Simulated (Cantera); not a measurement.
## Diamond growth

A diamond (100) surface in a fixed gas of H2 with x(CH4) = 0.0027, x(H) = 0.0084, x(CH3) = 8.5e-05, at 1173 K; coverages are run to steady state.

Detailed kinetics in Cantera: the Harris–Goodwin 1993 mechanism for the reconstructed diamond (100) surface.

```tsv
P (Pa)	growth (µm/h)	θ c6HH	θ c6H*	θ c6*H	θ c6**	θ c6HM
690	0.106	0.458	0.0355	0.479	0.0265	0.000361
1100	0.222	0.458	0.0355	0.479	0.0265	0.000535
1800	0.487	0.458	0.0355	0.479	0.0265	0.000782
2900	1.03	0.458	0.0355	0.479	0.0265	0.00108
4600	2.04	0.457	0.0355	0.478	0.0265	0.00140
7500	4.04	0.457	0.0355	0.478	0.0265	0.00174
12000	7.45	0.457	0.0356	0.478	0.0265	0.00204
19000	13.1	0.457	0.0357	0.477	0.0265	0.00227
```
θ: site fractions in the mechanism's names (c6HH fully hydrogenated, c6H* and c6*H radical sites, c6** diradical, c6HM methylated).
